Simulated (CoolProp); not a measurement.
100 sccm (0 °C, 1 atm) of nitrogen bubbles through liquid hexamethyldisiloxane (MM) at 318.9 K and leaves saturated at a total pressure of 0.15 MPa (ideal gas phase). Each further row changes one setting.

Values from CoolProp's reference Helmholtz-energy equation of state, Thol 2016.

| case | vapour pressure (kPa) | mole fraction of vapour | delivery (mg/min) | delivery (sccm) | change of delivery for a bath 1 K warmer (%) |
|---|---|---|---|---|---|
| as stated | 14.7 | 0.0978 | 78.6 | 10.8 | 4.9 |
| bath temperature 323.9 K | 18.1 | 0.121 | 99.5 | 13.7 | 4.8 |
| total pressure 0.3 MPa | 14.7 | 0.0489 | 37.3 | 5.14 | 4.6 |
